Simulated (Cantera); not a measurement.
Input: 1 mol Si3N4, 0.1 mol H2, held at 1950 K and 0.270 bar.

Equilibrium computed with Cantera from the NASA thermochemical tables; the gas is ideal and each condensed phase is pure. Candidate condensed phases: Si, Si3N4; 18 gas species. Mutual solubility and eutectic melting of coexisting phases are not modelled. Gases not in the tables: Si2H6 and higher silanes. Equilibrium is a limit: real reactors are often held back by kinetics, nucleation or transport.

Base state: H2 0.688, N2 0.310, H 0.00183, Si 8.82e-5, SiH2 5.45e-5, SiH 2.91e-5, Si2N 1.03e-5 (mole fractions); condensed: Si(l) + Si3N4(s).

### Question
What changes in the equilibrium state with this change: 0.041 mol CO2 added?

### Answer
| species | before | after |
|---|---|---|
| H2 | 0.688 | 0.636 |
| N2 | 0.310 | 0.348 |
| SiO | 0 | 0.0103 |
| CO | 0 | 0.00299 |
| HCN | 0 | 0.000278 |
| HNC | 0 | 1.44e-5 |
| Si(l), mol | 0.0676 | 0 |
| Si3N4(s), mol | 0.977 | 0.933 |
| SiC(s), mol | 0 | 0.0405 |
| Si2N2O(s), mol | 0 | 0.0799 |
Further candidate phases: C, C6H6, C7H8, C8H18, H2O, SiC, SiO2, Si2N2O.
